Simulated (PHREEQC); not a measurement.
0.055 g of hydrous ferric oxide (600 m²/g; 0.2 weak and 0.005 strong sites per Fe, Dzombak-Morel constants, diffuse double layer) in 1 kg of water with 0.005 mol/kgw of an inert sodium salt and 0.00023 mol/kgw Na2HAsO4, at 25 °C; the pH is set by adding NaOH or the inert anion's acid. Oxygen alone is held at its pressure in air (log pO2 = -0.68). The system is closed to CO2. Precipitation was switched off in this run.

Computed with PHREEQC (ion-association model, wateq4f.dat).

Question: Predict As sorbed (%), surface charge σ (C/m²) at pH = 3, 4, 4.5, 5, 7.

Answer: 
```csv
pH,As sorbed (%),surface charge σ (C/m²)
3,53.1,0.010
4,52.6,0.005
4.5,51.8,0.002
5,50.4,-0.001
7,36.5,-0.013
```

The oxide is taken as insoluble; below pH 4 it would dissolve.
